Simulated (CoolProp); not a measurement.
Vapour-liquid equilibrium of propylene (1) + R125 (2) at 0.0107 MPa; x and y are mole fractions of (1).

Values from CoolProp's multi-fluid Helmholtz-energy mixture model, Lemmon 2013 and Lemmon 2005; pair parameters Bell 2016.

| x | bubble temperature (°C) | y at the bubble point | dew temperature at overall composition x (°C) | liquid density (mol/L) |
|---|---|---|---|---|
| 0.05 | -87.6 | 0.212 | -85.6 | 13.79 |
| 0.125 | -89.7 | 0.374 | -86.5 | 13.94 |
| 0.2 | -90.8 | 0.454 | -87.4 | 14.07 |
| 0.275 | -91.4 | 0.498 | -88.4 | 14.19 |
| 0.35 | -91.6 | 0.524 | -89.4 | 14.32 |
| 0.425 | -91.8 | 0.540 | -90.4 | 14.45 |
| 0.5 | -91.8 | 0.551 | -91.4 | 14.58 |
| 0.575 | -91.8 | 0.563 | -91.8 | 14.73 |
| 0.65 | -91.8 | 0.577 | -91.2 | 14.88 |
| 0.725 | -91.7 | 0.599 | -90.4 | 15.04 |
| 0.8 | -91.4 | 0.637 | -89.5 | 15.21 |
| 0.875 | -90.6 | 0.703 | -88.6 | 15.38 |
| 0.95 | -89.1 | 0.834 | -87.8 | 15.53 |

y crosses x between x = 0.5 and 0.575: the model has an azeotrope there.

The pair parameters rest on a limited set of measurements; away from them the model extrapolates.
